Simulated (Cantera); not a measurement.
## Ignition delay

Mixture: CH₄ : O₂ : N₂ = 1 : 2.82 : 10.6 (molar parts), equivalence ratio 0.71, at 0.560 bar, adiabatic and at constant volume. Ignition delay is the time to a rise of 400 K.

Computed with Cantera and GRI-Mech 3.0 (53 species, 325 reactions).

```csv
T0 (K),delay (ms)
1175,86.3
1225,41.2
1275,20.5
1325,10.7
1375,5.81
1425,3.32
1475,1.99
1525,1.25
1575,0.819
1625,0.556
```

| Item | Value |
|---|---|
| apparent activation energy between 1525 and 1625 K | 170 kJ/mol |
